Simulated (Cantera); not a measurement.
Input (Python, Cantera):

```python
import numpy as np
import cantera as ct

gas = ct.Solution("gri30.yaml")
gas.TPX = 1400, 1333, {'H2': 0.0073, 'O2': 1}
reactor = ct.IdealGasConstPressureReactor(gas, energy="off", clone=False)
net = ct.ReactorNet([reactor])
net.rtol, net.atol = 1e-08, 1e-18
show = ['H2', 'O2', 'H', 'O', 'H2O', 'OH', 'H2O2']
times = np.geomspace(0.0002, 200, 13)

steps = ct.SolutionArray(gas, extra=["t"])
rows = []
print(f"{'t/s':>10s}{'T/K':>9s}{'P/Pa':>11s}" + "".join(f"{s:>11s}" for s in show))
for t in times:
    while net.time < t:
        t_next = net.step()
        steps.append(gas.state, t=t_next)
    rows.append([np.interp(t, steps.t, y) for y in (steps.T, steps.P, *steps(*show).X.T)])
    print(f"{t:10.3e}{rows[-1][0]:9.1f}{rows[-1][1]:11.4g}" + "".join(f"{x:11.3e}" for x in rows[-1][2:]))
rate = np.gradient(steps.T, steps.t)
print("integrator steps:", len(steps.t))
if steps.T.max() > steps.T[0] + 200:
    print(f"time of steepest temperature rise: {steps.t[rate.argmax()]:.4e} s")
gas.TPX = 1400, 1333, {'H2': 0.0073, 'O2': 1}
gas.equilibrate("TP")
print(f"equilibrium (TP): T = {gas.T:.1f} K  " + "  ".join(f"{s} {gas[s].X[0]:.3e}" for s in show))
```

It prints:

```
       t/s      T/K       P/Pa         H2         O2          H          O        H2O         OH       H2O2
 2.000e-04   1400.0       1333  7.247e-03  9.928e-01  5.695e-09  3.670e-08  8.744e-09  3.452e-08  8.503e-12
 6.325e-04   1400.0       1333  7.247e-03  9.928e-01  1.870e-08  2.296e-07  1.417e-07  2.013e-07  7.557e-11
 2.000e-03   1400.0       1333  7.236e-03  9.927e-01  4.877e-07  7.318e-06  7.477e-06  6.173e-06  5.480e-10
 6.325e-03   1400.0       1333  5.424e-04  9.863e-01  2.335e-04  5.508e-03  5.774e-03  1.628e-03  1.537e-08
 2.000e-02   1400.0       1333  2.055e-05  9.859e-01  1.479e-04  6.326e-03  6.673e-03  9.597e-04  6.953e-09
 6.325e-02   1400.0       1333  1.922e-05  9.863e-01  1.333e-04  5.897e-03  6.699e-03  9.283e-04  6.795e-09
 2.000e-01   1400.0       1333  1.576e-05  9.875e-01  9.799e-05  4.790e-03  6.769e-03  8.410e-04  6.321e-09
 6.325e-01   1400.0       1333  9.288e-06  9.896e-01  4.352e-05  2.774e-03  6.908e-03  6.465e-04  5.086e-09
 2.000e+00   1400.0       1333  3.081e-06  9.916e-01  8.133e-06  9.005e-04  7.076e-03  3.729e-04  2.902e-09
 6.325e+00   1400.0       1333  5.965e-07  9.925e-01  6.835e-07  1.719e-04  7.189e-03  1.643e-04  9.965e-10
 2.000e+01   1400.0       1333  1.004e-07  9.927e-01  4.697e-08  2.877e-05  7.239e-03  6.746e-05  2.470e-10
 6.325e+01   1400.0       1333  3.171e-08  9.927e-01  8.344e-09  9.083e-06  7.254e-03  3.794e-05  1.001e-10
 2.000e+02   1400.0       1333  2.869e-08  9.927e-01  7.184e-09  8.220e-06  7.255e-03  3.610e-05  9.333e-11
integrator steps: 1399
equilibrium (TP): T = 1400.0 K  H2 2.869e-08  O2 9.927e-01  H 7.184e-09  O 8.219e-06  H2O 7.255e-03  OH 3.610e-05  H2O2 9.333e-11
```

Detailed kinetics in Cantera: GRI-Mech 3.0 (53 species, 325 reactions). Radical loss at walls, strong at low pressure, is not modelled.
